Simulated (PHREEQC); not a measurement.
Solution (25 °C): 52 mmol/kgw HF and 190 mmol/kgw (CH3)4NF. Closed to the air; pH follows from the charge balance.

Model: ion-association model, wateq4f.dat, run in PHREEQC.

Each row changes one thing in this solution. No solid was allowed to form.

```tsv
case	pH	ionic strength (mol/kgw)	F- (mol/kgw)	HF (mol/kgw)	HF2- (mol/kgw)
as made	3.79	0.190	0.171	0.0282	0.0193
HF from 0.052 to 0.0572 mol/kgw	3.75	0.190	0.169	0.0308	0.0209
HF from 0.052 to 0.104 mol/kgw	3.47	0.190	0.157	0.0539	0.0338
(CH3)4NF left out	2.27	0.00582	0.00508	0.0379	0.000740
diluted 5-fold with water	3.73	0.0382	0.0370	0.00857	0.00123
(CH3)4NF from 0.19 to 0.38 mol/kgw	4.20	0.380	0.351	0.0201	0.0295
HF from 0.052 to 0.26 mol/kgw	3.04	0.191	0.129	0.119	0.0619
HF left out	8.20	0.190	0.190	1.24e-6	9.43e-7
```

(CH3)4N+ isn't in the database: it is added as a free cation with an ion size of 4 Å.
